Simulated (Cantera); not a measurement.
Cantera run:

```python
import numpy as np
import cantera as ct

gas_names = """
    H H2 N NH NH2 NH3 N2 N2H2 N2H4 Si SiH SiH2 SiH3 SiH4 SiN Si2 Si2N Si3
""".split()
cond_names = """
    Si(cr) Si(L) Si3N4(a)
""".split()


# ... load() reads the species with a 1 bar reference pressure and builds the phases ...
atoms = {
    'trisilylamine': {'Si': 3, 'N': 1, 'H': 9},
    'N2': {'N': 2},
    'NH3': {'N': 1, 'H': 3},
}
top_T = {'Si3N4(a)': 2400}  # K; cautious upper limits of use, not melting points


# ... equilibrate(T, P, feed) seeds the gas with the atoms and calls Mixture.equilibrate('TP', solver="vcs", rtol=1e-11, max_steps=5000) ...
results = []
feed = {'trisilylamine': 1, 'N2': 0.33, 'NH3': 0.12}  # mol
P = 133.322  # Pa
for T in [975, 1075, 1175, 1275, 1375, 1475, 1575, 1675, 1775, 1875, 1975, 2075]:
    mix = equilibrate(T, P, feed)
    results.append((T, P, feed, dict(zip(mix.species_names, mix.species_moles))))

top = {s: max(r[3][s] / sum(r[3][g] for g in gas_names) for r in results) for s in gas_names}
cols = sorted((s for s in top if top[s] > 0.0001), key=lambda s: -top[s])[:9]
seen = [c for c in cond_names if any(r[3].get(c, 0) > 1e-12 for r in results)]
print("log10 of partial pressures in bar; condensed amounts in mol")
print(f"{'T/K':>10s}" + "".join(f"{s[:9]:>10s}" for s in cols + seen))
for T, P, feed, n in results:
    ng = sum(n[g] for g in gas_names)
    print(f"{T:10.4g}" + "".join(f"{np.log10(max(n[s] / ng * P / 1e5, 1e-99)):10.3f}" for s in cols)
          + "".join(f"{n.get(c, 0):10.4g}" for c in seen))
```

Result:

```
log10 of partial pressures in bar; condensed amounts in mol
       T/K        H2        N2        Si         H       SiH       Si2      Si2N       SiN       Si3    Si(cr)     Si(L)  Si3N4(a)
       975    -2.875   -11.287   -16.351   -10.379   -15.844   -21.778   -20.660   -20.392   -23.288     1.665         0     0.445
      1075    -2.875    -9.428   -14.120    -9.271   -13.994   -18.869   -17.775   -17.628   -20.167     1.665         0     0.445
      1175    -2.875    -7.889   -12.271    -8.349   -12.462   -16.460   -15.386   -15.339   -17.585     1.665         0     0.445
      1275    -2.875    -6.595   -10.715    -7.570   -11.173   -14.433   -13.378   -13.414   -15.416     1.666         0    0.4446
      1375    -2.876    -5.492    -9.387    -6.903   -10.074   -12.704   -11.667   -11.771   -13.568     1.682         0    0.4393
      1475    -2.885    -4.542    -8.240    -6.329    -9.131   -11.212   -10.192   -10.355   -11.977      1.82         0    0.3934
      1575    -2.944    -3.714    -7.241    -5.853    -8.335    -9.913    -8.908    -9.122   -10.593     2.854         0   0.04864
      1675    -2.952    -3.672    -6.363    -5.411    -7.614    -8.772    -8.124    -8.380    -9.378     2.998         0         0
      1775    -2.955    -3.674    -5.659    -5.016    -7.047    -7.911    -7.598    -7.817    -8.528         0      2.99         0
      1875    -2.962    -3.678    -5.043    -4.664    -6.557    -7.168    -7.157    -7.328    -7.809         0     2.959         0
      1975    -2.978    -3.690    -4.490    -4.353    -6.122    -6.501    -6.765    -6.894    -7.165         0      2.85         0
      2075    -3.020    -3.723    -3.992    -4.084    -5.744    -5.901    -6.424    -6.513    -6.585         0     2.493         0
```

Method: chemical equilibrium by Gibbs-energy minimisation in Cantera with the NASA 1993 tables (ideal gas, pure condensed phases). The feed counts by its element totals alone. Mutual solubility and eutectic melting of coexisting phases are not modelled. The tables' values for SiN are old estimates; treat these amounts as uncertain. Gases not in the tables: Si2H6 and higher silanes.
